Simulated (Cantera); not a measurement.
Equilibrium for fluorocarbon and chlorocarbon gases: CH₂F₂

A closed system holds: 1 mol CH₂F₂, at 3.50e-5 bar.

Cantera equilibrium calculation (NASA polynomials, part measured and part estimated; ideal gas, pure solids and liquids). Candidate condensed phases: C, C₆H₆, C₇H₈, C₈H₁₈; 95 gas species. Equilibrium is a limit: real reactors are often held back by kinetics, nucleation or transport.

```csv
T (°C),x H,x F,x C,x HF,x C₃,x C₂,x CF,x H₂
2500,0.343,0.334,0.0616,0.183,0.0554,0.0122,0.0102,0.000743
2550,0.364,0.357,0.0804,0.131,0.0441,0.0130,0.00927,0.000591
2600,0.379,0.372,0.102,0.0918,0.0331,0.0132,0.00811,0.000456
2650,0.388,0.382,0.124,0.0630,0.0231,0.0127,0.00682,0.000343
2700,0.392,0.387,0.145,0.0428,0.0147,0.0114,0.00551,0.000256
2750,0.395,0.391,0.163,0.0291,0.00847,0.00954,0.00430,0.000190
2800,0.396,0.393,0.176,0.0200,0.00449,0.00749,0.00325,0.000142
2850,0.397,0.394,0.185,0.0138,0.00224,0.00562,0.00242,0.000107
2900,0.397,0.396,0.190,0.00969,0.00108,0.00411,0.00178,8.11e-5
2950,0.398,0.397,0.194,0.00686,0.000520,0.00297,0.00131,6.20e-5
3000,0.398,0.398,0.196,0.00490,0.000250,0.00214,0.000965,4.78e-5
3050,0.399,0.398,0.197,0.00353,0.000122,0.00155,0.000715,3.71e-5
3100,0.399,0.399,0.198,0.00257,6.00e-5,0.00112,0.000533,2.90e-5
3150,0.399,0.399,0.199,0.00188,3.01e-5,0.000822,0.000400,2.29e-5
```
x: gas mole fraction; nothing condenses.

From 2500 °C to 3150 °C nothing is condensed. The main C-bearing gas is C₃ at 2500 °C and C at 3150 °C.
